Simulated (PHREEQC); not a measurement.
Make-up at 20 °C: 1.1 mol/kgw MgSO4, 2.7 mol/kgw KCl and 4.7 mol/kgw MgCl2. Closed to the air; pH follows from the charge balance.

Equilibrium calculation in PHREEQC: Pitzer model, pitzer.dat.

Problem. The ionic strength comes out as 21.2 mol/kgw. What activity coefficients do K+, MgOH+, HSO4-, Cl-, SO4-2 get?

Solution. K+ 2.2, MgOH+ 6.6, HSO4- 2.0, Cl- 1.2, SO4-2 0.00034. Single-ion values are on the MacInnes scale.

No solid was allowed to form. Saturation is exceeded, for instance for Sylvite, Kieserite; the values hold only as long as no solid forms.
